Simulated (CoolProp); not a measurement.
CF4 (R14) at 414.48 K and 0.929 MPa flows at 5.9 m/s in a round tube of 100 mm bore and 15 µm roughness, fully developed (64/Re and Nu = 3.66 if laminar; Colebrook and Gnielinski if turbulent). Each further row changes one setting.

Values from CoolProp's reference Helmholtz-energy equation of state, Platzer 1990. This equation is an older, rougher fit.

```
case               Reynolds number  Darcy friction factor  pressure drop (Pa/m)  heat-transfer coefficient (W/(m² K))  mass flow (kg/h)
-----------------  ---------------  ---------------------  --------------------  ------------------------------------  ----------------
as stated                   615000                 0.0147                  60.9                                   240              3980
velocity 11.8 m/s          1230000                 0.0139                   231                                   456              7970
diameter 200 mm            1230000                 0.0128                  26.6                                   209             15900
```

Viscosity comes from a separate model (Huber 2003), an estimate that may be off by 10 % or more. Thermal conductivity comes from a separate model (Huber 2003), an estimate that may be off by 10 % or more.
